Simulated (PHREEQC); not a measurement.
Consider water at 25 °C with 0.003 mol PbCl2 and 0.0023 mol Li2SO4 per kg of water. Closed to the air; pH follows from the charge balance.

Model: ion-association model, wateq4f.dat, run in PHREEQC.

No solid was allowed to form.

Question: Order these S species by the share of S that they hold, largest first: Pb(SO4)2-2, PbSO4, SO4-2, LiSO4-.

Answer: SO4-2 (68 %), PbSO4 (31 %), LiSO4- (0.87 %), Pb(SO4)2-2 (0.51 %)

The pH is 5.31 and the ionic strength 0.0124 mol/kgw. Examples of supersaturated solids here: Anglesite, Larnakite. Others may be too.
